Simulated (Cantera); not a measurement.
A perfectly stirred reactor is fed with H₂ : O₂ = 0.14 : 1 (molar parts), equivalence ratio 0.070, at 0.0133 bar; it is held at 1075 K, and followed from long to short residence time.

Computed with Cantera and the H2/O2 subset of GRI-Mech 3.0, which has no nitrogen chemistry. Radical loss at walls, strong at low pressure, is not modelled. The temperature is held fixed by assumption; the heat of reaction is taken as removed at once.

**Question.** What does this change do: pressure from 0.0133 bar to 0.00770 bar?

**Answer.** 
```tsv
quantity	before	after
x(H₂) at τ = 2.60 s	0.000324	0.000440
x(O₂) at τ = 2.60 s	0.868	0.867
x(O) at τ = 2.60 s	0.00107	0.00220
x(HO₂) at τ = 2.60 s	3.57e-6	2.90e-6
x(H₂O) at τ = 2.60 s	0.130	0.129
x(H₂) at τ = 26.0 ms	0.00489	0.00645
x(O₂) at τ = 26.0 ms	0.849	0.835
x(O) at τ = 26.0 ms	0.0163	0.0268
x(HO₂) at τ = 26.0 ms	9.28e-6	5.50e-6
x(H₂O) at τ = 26.0 ms	0.117	0.108
```
